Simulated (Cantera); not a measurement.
Standard-state values (1 bar) from the NASA 1993 polynomials, evaluated with Cantera. Values are per mole of reaction as written; species without (g) are pure solids or liquids, kept so even where they would boil at 1 bar. TiC: taken at fixed stoichiometry.

Between 1823 and 2323 K, where is each reaction favourable under standard conditions?
- TiC + C₃H₈(g) = Ti + 2 C₂H₄(g)
- 2 Ti + 2 CH₃(g) = 3 H₂(g) + 2 TiC


- TiC + C₃H₈(g) = Ti + 2 C₂H₄(g): ΔG° is 80 kJ at 1823 K and -7 kJ at 2323 K; it changes sign between 2273 and 2323 K. ΔH° is 403 kJ and ΔS° 177 J/K at 2323 K.
- 2 Ti + 2 CH₃(g) = 3 H₂(g) + 2 TiC: ΔG° is -685 kJ at 1823 K and -688 kJ at 2323 K; it stays negative (K > 1). ΔH° is -685 kJ and ΔS° 1 J/K at 2323 K.
